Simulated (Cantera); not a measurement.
Input: 1 mol SiHCl3, 1.7 mol CH4, 5 mol H2, equilibrated at 2100 K and 86000 Pa.

Equilibrium computed with Cantera from the NASA thermochemical tables; the gas is ideal and each condensed phase is pure. Candidate condensed phases: C, C6H6, C7H8, C8H18, Si, SiC; 109 gas species. The tables' values for SiCl3, SiCl are old estimates; treat these amounts as uncertain. Gases not in the tables: Si2H6 and higher silanes. The numbers say what is thermodynamically allowed, not how fast it happens.

Base state: H2 0.724, HCl 0.255, SiCl2 0.0150, H 0.00286, C2H2 (acetylene) 0.00105, Cl 0.000741, SiCl3 0.000684, CH4 0.000149 (mole fractions); condensed: C(graphite) + SiC(s).

Question: What changes in the equilibrium state with this change: temperature from 2100 K to 1898 K?

Answer: 
| species | before | after |
|---|---|---|
| H2 | 0.724 | 0.722 |
| HCl | 0.255 | 0.265 |
| SiCl2 | 0.0150 | 0.00973 |
| H | 0.00286 | 0.000716 |
| Si | 1.21e-5 | 5.26e-7 |
| SiCl | 6.31e-5 | 7.59e-6 |
| SiH2 | 1.03e-5 | 1.53e-6 |
| SiCl4 | 3.11e-5 | 0.000125 |
| C(graphite), mol | 0.841 | 0.805 |
| SiC(s), mol | 0.835 | 0.886 |
The tables' values for SiCl3 are old estimates; treat these amounts as uncertain.
